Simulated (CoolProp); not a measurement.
Model: reference Helmholtz-energy equation of state, Leachman 2009, in CoolProp.

Give the vapour pressure (MPa), vapour density (kg/m³), enthalpy of vaporisation (kJ/kg), liquid viscosity (µPa s) of saturated normal hydrogen at 29.1, 30.9 K.


| T (K) | p (MPa) | vapour density (kg/m³) | enthalpy of vaporisation (kJ/kg) | liquid viscosity (µPa s) |
|---|---|---|---|---|
| 29.1 | 0.694 | 8.73 | 329 | 6.91 |
| 30.9 | 0.927 | 12.6 | 266 | 5.82 |

Viscosity comes from a separate model (Muzny 2013).
